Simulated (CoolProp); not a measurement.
Vapour-liquid equilibrium of propylene (1) + R152A (2) at -59.45 °C; x and y are mole fractions of (1).

The numbers come from the multi-fluid Helmholtz-energy mixture model, Lemmon 2013 and Outcalt 1996; pair parameters Bell 2016 in CoolProp.

| x | bubble pressure (MPa) | y at the bubble point | dew pressure at overall composition x (MPa) | liquid density (mol/L) |
|---|---|---|---|---|
| 0.05 | ___ | 0.355 | 0.01629 | 16.27 |
| 0.2 | 0.03866 | 0.661 | 0.01904 | 15.94 |
| 0.35 | 0.04695 | 0.750 | 0.02289 | ___ |
| 0.5 | ___ | 0.793 | 0.02862 | 15.38 |
| 0.65 | 0.05395 | ___ | 0.03780 | 15.16 |
| 0.8 | ___ | ___ | 0.05194 | 14.99 |
| 0.95 | 0.05734 | 0.951 | 0.05734 | ___ |

Question: What belongs in the gaps?

Answer: 
- 0.05, bubble pressure (MPa): 0.02305
- 0.35, liquid density (mol/L): 15.64
- 0.5, bubble pressure (MPa): 0.05129
- 0.65, y at the bubble point: 0.826
- 0.8, bubble pressure (MPa): 0.05606
- 0.8, y at the bubble point: 0.868
- 0.95, liquid density (mol/L): 14.87

No azeotrope shows between x = 0.05 and 0.95.

The pair parameters rest on a limited set of measurements; away from them the model extrapolates. With so large a gap from Raoult's law the liquid may split in two, which this calculation doesn't test in full.
